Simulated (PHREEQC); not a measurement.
Solution A (0.0019 mol/kgw NH3, 0.0038 mol/kgw H3BO3 and 0.00011 mol/kgw K2CO3) is mixed with solution B (0.085 mol NaH2PO4 per kg of water) at 25 °C; shares are by mass of water, 1 kg in all. Oxygen alone is held at its pressure in air (log pO2 = -0.68). CO2 from the air is kept out. Nothing may precipitate in this run.

All values are PHREEQC results (ion-association model, phreeqc.dat), not measurements.

```csv
share of solution B,pH,H2PO4- (mol/kgw),HCO3- (mol/kgw),H3BO3 (mol/kgw),CO2 (mol/kgw),H2BO3- (mol/kgw)
0,8.97,0,0.000105,0.00244,2.44e-7,0.00136
0.05,6.99,0.00235,8.62e-5,0.00359,1.81e-5,2.22e-5
0.1,6.50,0.00666,6.03e-5,0.00341,3.84e-5,6.96e-6
0.15,6.24,0.0110,4.36e-5,0.00323,4.96e-5,3.69e-6
0.2,6.06,0.0153,3.23e-5,0.00304,5.55e-5,2.30e-6
0.25,5.91,0.0197,2.42e-5,0.00285,5.81e-5,1.55e-6
0.3,…,0.0240,1.83e-5,0.00266,5.85e-5,…
0.35,5.66,0.0284,1.39e-5,0.00247,5.74e-5,7.83e-7
0.4,5.56,0.0327,1.06e-5,0.00228,5.52e-5,…
0.45,5.46,0.0371,8.06e-6,0.00209,5.23e-5,4.20e-7
0.5,5.37,0.0414,6.08e-6,0.00190,4.88e-5,3.09e-7
0.55,5.27,0.0457,4.55e-6,0.00171,4.49e-5,2.27e-7
0.6,5.18,0.0501,3.36e-6,0.00152,4.06e-5,1.64e-7
0.65,5.09,0.0544,2.43e-6,0.00133,3.60e-5,1.17e-7
0.7,5.00,0.0587,1.72e-6,0.00114,3.12e-5,8.23e-8
0.75,4.91,0.0630,1.18e-6,0.000950,2.63e-5,5.60e-8
0.8,4.82,0.0673,7.81e-7,0.000760,…,3.67e-8
0.85,4.73,0.0716,4.84e-7,0.000570,1.60e-5,2.26e-8
0.9,4.65,0.0759,2.68e-7,0.000380,1.07e-5,…
0.95,4.57,0.0801,1.12e-7,0.000190,5.38e-6,5.19e-9
1,4.49,0.0843,0,0,0,0
```

Task: What belongs in the gaps?

Result: 
- 0.3, pH: 5.78
- 0.3, H2BO3- (mol/kgw): 1.09e-6
- 0.4, H2BO3- (mol/kgw): 5.72e-7
- 0.8, CO2 (mol/kgw): 2.12e-5
- 0.9, H2BO3- (mol/kgw): 1.24e-8
